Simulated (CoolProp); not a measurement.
Vapour-liquid equilibrium of n-hexane (1) + toluene (2) at 330 K; x and y are mole fractions of (1).

Values from CoolProp's multi-fluid Helmholtz-energy mixture model, Thol 2019 and Lemmon 2006; pair parameters Bell 2016.

```
x     bubble pressure (MPa)  y at the bubble point  dew pressure at overall composition x (MPa)  liquid density (mol/L)
----  ---------------------  ---------------------  -------------------------------------------  ----------------------
0.05                0.02069                  0.246                                      0.01707                   8.929
0.15                0.02815                  0.497                                      0.01874                   8.728
0.25                0.03439                  0.628                                      0.02077                   8.533
0.35                0.03980                  0.712                                      0.02326                   8.345
0.45                0.04466                  0.774                                      0.02640                   8.162
0.55                0.04918                  0.824                                      0.03042                   7.984
0.65                0.05353                  0.867                                      0.03570                   7.813
0.75                0.05780                  0.907                                      0.04269                   7.646
0.85                0.06209                  0.945                                      0.05175                   7.485
0.95                0.06647                  0.982                                      0.06273                   7.329
```

No azeotrope shows between x = 0.05 and 0.95.

The pair parameters rest on a limited set of measurements; away from them the model extrapolates.
